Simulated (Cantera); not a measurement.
An adiabatic, constant-pressure homogeneous reactor starts with CH4 : O2 : N2 = 1 : 2.33 : 8.74 (molar parts), equivalence ratio 0.86, at 1625 K and 24000 Pa. Integrator tolerance rtol = 1e-08.

Model: GRI-Mech 3.0 (53 species, 325 reactions), integrated in Cantera.

### Question
What does this change do: initial temperature 1625 to 1025 K?

### Answer
| quantity | before | after |
|---|---|---|
| time of steepest temperature rise | 1.28 ms | 2.50 s |
| temperature at 3.00 s | 2633 K | 2419 K |
| equilibrium temperature | 2633 K | 2419 K |
| x(CH4) at 3.00 s | <1e-12 (gas-phase equilibrium <1e-12) | <1e-12 (gas-phase equilibrium <1e-12) |
| x(O2) at 3.00 s | 0.0370 (gas-phase equilibrium 0.0370) | 0.0313 (gas-phase equilibrium 0.0313) |
| x(H) at 3.00 s | 0.0110 (gas-phase equilibrium 0.0110) | 0.00296 (gas-phase equilibrium 0.00296) |
| x(C2H) at 3.00 s | <1e-12 (gas-phase equilibrium <1e-12) | <1e-12 (gas-phase equilibrium <1e-12) |
| x(O) at 3.00 s | 0.0107 (gas-phase equilibrium 0.0107) | 0.00349 (gas-phase equilibrium 0.00349) |

### Question
What does this change do: constant volume in place of constant pressure?

### Answer
| quantity | before | after |
|---|---|---|
| time of steepest temperature rise | 1.28 ms | 1.23 ms |
| temperature at 3.00 s | 2633 K | 2760 K |
| equilibrium temperature | 2633 K | 2760 K |
| x(CH4) at 3.00 s | <1e-12 (gas-phase equilibrium <1e-12) | <1e-12 (gas-phase equilibrium <1e-12) |
| x(O2) at 3.00 s | 0.0370 (gas-phase equilibrium 0.0370) | 0.0376 (gas-phase equilibrium 0.0376) |
| x(H) at 3.00 s | 0.0110 (gas-phase equilibrium 0.0110) | 0.0144 (gas-phase equilibrium 0.0144) |
| x(C2H) at 3.00 s | <1e-12 (gas-phase equilibrium <1e-12) | <1e-12 (gas-phase equilibrium <1e-12) |
| x(O) at 3.00 s | 0.0107 (gas-phase equilibrium 0.0107) | 0.0137 (gas-phase equilibrium 0.0137) |

### Question
What does this change do: 0.53 parts H2O added?

### Answer
| quantity | before | after |
|---|---|---|
| time of steepest temperature rise | 1.28 ms | 1.30 ms |
| temperature at 3.00 s | 2633 K | 2598 K |
| equilibrium temperature | 2633 K | 2598 K |
| x(CH4) at 3.00 s | <1e-12 (gas-phase equilibrium <1e-12) | <1e-12 (gas-phase equilibrium <1e-12) |
| x(O2) at 3.00 s | 0.0370 (gas-phase equilibrium 0.0370) | 0.0357 (gas-phase equilibrium 0.0357) |
| x(H) at 3.00 s | 0.0110 (gas-phase equilibrium 0.0110) | 0.01000 (gas-phase equilibrium 0.01000) |
| x(C2H) at 3.00 s | <1e-12 (gas-phase equilibrium <1e-12) | <1e-12 (gas-phase equilibrium <1e-12) |
| x(O) at 3.00 s | 0.0107 (gas-phase equilibrium 0.0107) | 0.00893 (gas-phase equilibrium 0.00893) |
